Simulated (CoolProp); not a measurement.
Vapour-liquid equilibrium of CH2F2 (R32) (1) + R125 (2) at 0.489 MPa; x and y are mole fractions of (1).

The numbers come from the multi-fluid Helmholtz-energy mixture model, Tillner-Roth 1997 and Lemmon 2005; pair parameters Lemmon 2004 in CoolProp.

```csv
x,bubble temperature (K),y at the bubble point,dew temperature at overall composition x (K),liquid density (mol/L)
0.05,263.0,0.064,263.1,11.64
0.15,262.1,0.186,262.3,12.26
0.25,261.2,0.298,261.5,12.92
0.35,260.4,…,260.8,…
0.45,259.7,0.499,260.1,14.46
0.55,259.2,…,…,15.35
0.65,…,0.680,258.9,16.36
0.75,258.4,0.767,258.5,17.50
0.85,258.2,…,258.2,…
0.95,258.2,0.949,258.2,…
```

Fill in the missing entries.


- 0.35, y at the bubble point: 0.402
- 0.35, liquid density (mol/L): 13.65
- 0.55, y at the bubble point: 0.591
- 0.55, dew temperature at overall composition x (K): 259.4
- 0.65, bubble temperature (K): 258.7
- 0.85, y at the bubble point: 0.856
- 0.85, liquid density (mol/L): 18.82
- 0.95, liquid density (mol/L): 20.36

y crosses x between x = 0.85 and 0.95: the model has an azeotrope there.

The pair parameters rest on a limited set of measurements; away from them the model extrapolates.
